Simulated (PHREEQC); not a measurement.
A PHREEQC input (ion-association model, phreeqc.dat):

```
SOLUTION 1
  temp 25
  units mg/L
  pH 6.35
  pe 12
  Na 20.6
  K 4.84 charge
  Ca 21.5
  Mg 29.4
  Cl 49.2
  S(6) 45 as SO4
  Alkalinity 133 as HCO3
  Si 1.1 as SiO2
  Ba 0.592
END
USE solution 1
EQUILIBRIUM_PHASES 1
  Quartz 0 0.5
  CO2(g) -3.4 10
END
```

The run finishes without an error or a warning.

Its last state differs from that of the intended input:

| quantity | as run | intended |
|---|---|---|
| ionic strength (mol/kgw) | 0.00630 | 0.00631 |
| SI of Quartz (SiO2) | +0.00 | -0.00 |

Question: One thing in the input isn't as intended. What explains the difference?

Answer: This is not unique; one that fits is The fault: charge balance asked on the minor ion K. The line should read `K 4.84` where the input has `K 4.84 charge`.
